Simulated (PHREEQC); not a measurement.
0.039 g of hydrous ferric oxide (600 m²/g; 0.2 weak and 0.005 strong sites per Fe, Dzombak-Morel constants, diffuse double layer) in 1 kg of water with 0.001 mol/kgw of an inert sodium salt and 0.00014 mmol/kgw BaCl2, at 25 °C; the pH is set by adding NaOH or the inert anion's acid. O2 is buffered at 0.21 atm. The system is closed to CO2. Nothing may precipitate in this run.

Base run: PHREEQC, ion-association model, wateq4f.dat. Each further column changes one thing. The table gives surface charge σ (C/m²).

```csv
pH,base,background salt from 0.001 to 0.0001 mol/kgw,oxide from 0.039 to 0.2 g/kgw,2.6e-05 mol/kgw SrCl2 added
3,0.252,0.223,(withheld),0.254
4,0.117,0.066,0.119,(withheld)
5,0.050,0.020,0.051,0.052
5.5,0.031,0.011,0.031,0.032
6.5,0.011,0.004,0.011,0.011
7.5,0.003,0.001,0.003,0.003
8.5,-0.002,-0.001,-0.002,-0.001
9,-0.004,-0.001,-0.004,-0.004
10,-0.015,(withheld),-0.016,(withheld)
11,-0.054,-0.043,-0.055,-0.026
```

Problem. Fill in the missing entries.

Solution. 
- 3, oxide from 0.039 to 0.2 g/kgw: 0.255
- 4, 2.6e-05 mol/kgw SrCl2 added: 0.120
- 10, background salt from 0.001 to 0.0001 mol/kgw: -0.007
- 10, 2.6e-05 mol/kgw SrCl2 added: -0.009

The oxide is taken as insoluble; below pH 4 it would dissolve.
